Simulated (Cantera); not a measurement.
# Gas activation for diamond growth

An isothermal, constant-pressure homogeneous reactor starts with 4.58 % CH4, 95.4 % H2, at 2775 K and 0.150 bar.

Model: GRI-Mech 3.0 (53 species, 325 reactions), integrated in Cantera. GRI-Mech 3.0 stops at C3 and has no aromatics, soot or wall deposition, so with more carbon than oxygen in the feed, carbon stays in small species such as C2H2 where larger ones or solid carbon would form.

```json
[
 {"t (s)": "3.00e-5", "x CH4": "0.0208", "x H2": "0.927", "x C2H6": "6.38e-6", "x C2H4": "0.000386", "x C2H": "1.97e-5", "x CH3": "0.0129", "x CH2": "0.000474"},
 {"t (s)": "9.49e-5", "x CH4": "0.00475", "x H2": "0.923", "x C2H6": "4.84e-7", "x C2H4": "5.87e-5", "x C2H": "0.000110", "x CH3": "0.00444", "x CH2": "0.000325"},
 {"t (s)": "0.000300", "x CH4": "0.000553", "x H2": "0.911", "x C2H6": "8.21e-9", "x C2H4": "4.91e-6", "x C2H": "0.000181", "x CH3": "0.000691", "x CH2": "8.50e-5"},
 {"t (s)": "0.000949", "x CH4": "7.22e-5", "x H2": "0.889", "x C2H6": "1.74e-10", "x C2H4": "2.30e-6", "x C2H": "0.000250", "x CH3": "0.000123", "x CH2": "2.16e-5"},
 {"t (s)": "0.00300", "x CH4": "1.80e-5", "x H2": "0.850", "x C2H6": "1.44e-11", "x C2H4": "1.23e-6", "x C2H": "0.000369", "x CH3": "4.59e-5", "x CH2": "1.23e-5"},
 {"t (s)": "0.00949", "x CH4": "9.33e-6", "x H2": "0.811", "x C2H6": "4.74e-12", "x C2H4": "7.57e-7", "x C2H": "0.000490", "x CH3": "3.25e-5", "x CH2": "1.18e-5"},
 {"t (s)": "0.0300", "x CH4": "8.56e-6", "x H2": "0.805", "x C2H6": "4.10e-12", "x C2H4": "7.07e-7", "x C2H": "0.000509", "x CH3": "3.10e-5", "x CH2": "1.18e-5"},
 {"t (s)": "0.0949", "x CH4": "8.56e-6", "x H2": "0.805", "x C2H6": "4.10e-12", "x C2H4": "7.07e-7", "x C2H": "0.000509", "x CH3": "3.10e-5", "x CH2": "1.18e-5"},
 {"t (s)": "0.300", "x CH4": "8.56e-6", "x H2": "0.805", "x C2H6": "4.10e-12", "x C2H4": "7.07e-7", "x C2H": "0.000509", "x CH3": "3.10e-5", "x CH2": "1.18e-5"},
 {"t (s)": "0.949", "x CH4": "8.56e-6", "x H2": "0.805", "x C2H6": "4.10e-12", "x C2H4": "7.07e-7", "x C2H": "0.000509", "x CH3": "3.10e-5", "x CH2": "1.18e-5"},
 {"t (s)": "3.00", "x CH4": "8.56e-6", "x H2": "0.805", "x C2H6": "4.10e-12", "x C2H4": "7.07e-7", "x C2H": "0.000509", "x CH3": "3.10e-5", "x CH2": "1.18e-5"}
]
```
x: mole fraction; the columns are a selection and need not sum to one.

Equilibrium at this temperature and pressure: CH4 8.70e-6, H2 0.805, C2H6 4.23e-12, C2H4 7.07e-7, C2H 0.000509, CH3 3.15e-5, CH2 1.19e-5 (gas phase only).
